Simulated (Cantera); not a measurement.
A closed system holds: 1 mol SiH4, 0.54 mol N2, 0.94 mol H2, at 0.00290 bar.

Method: chemical equilibrium by Gibbs-energy minimisation in Cantera with the NASA 1993 tables (ideal gas, pure condensed phases). Candidate condensed phases: Si, Si3N4; 18 gas species. The tables' values for SiN are old estimates; treat these amounts as uncertain. Gases not in the tables: Si2H6 and higher silanes. Equilibrium is a limit: real reactors are often held back by kinetics, nucleation or transport.

**Question.** At 1973 K, list the 7 most abundant gas species with their mole fractions, and the condensed phases.

**Answer.** H2 0.814, N2 0.152, H 0.0226, Si 0.0109, SiH 0.000382, Si2 0.000106, Si2N 8.54e-5. Condensed: Si(l).
